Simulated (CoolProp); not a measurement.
Ethylene along the isotherm 203.8 K: fugacity coefficient from the reference equation and from simpler models built on Tc = 282.4 K, pc = 50.42 bar, ω = 0.087; each cubic takes its own stable root.

Computed with CoolProp (reference Helmholtz-energy equation of state, Smukala 2000).

```csv
p (bar),phase,reference
31.5,liquid,0.1658
63,liquid,0.09159
94.5,liquid,0.06741
126,liquid,0.05577
158,liquid,0.04910
189,liquid,0.04515
221,liquid,0.04257
252,liquid,0.04101
284,liquid,0.04007
315,liquid,0.03964
347,liquid,0.03958
378,liquid,0.03983
410,liquid,0.04035
441,liquid,0.04109
473,liquid,0.04206
504,liquid,0.04319
```

How far does each simpler model (van der Waals, Redlich-Kwong, Soave-Redlich-Kwong, Peng-Robinson) lie from the reference over these 16 states: mean and median of the absolute difference, and the worst?


- van der Waals: mean 199.7 %, median 196.3 %, worst +298.9 % at 203.8 K and 504 bar
- Redlich-Kwong: mean 10.3 %, median 10.5 %, worst +12.4 % at 203.8 K and 504 bar
- Soave-Redlich-Kwong: mean 3.4 %, median 3.6 %, worst +5.1 % at 203.8 K and 504 bar
- Peng-Robinson: mean 6.4 %, median 6.4 %, worst -12.0 % at 203.8 K and 504 bar
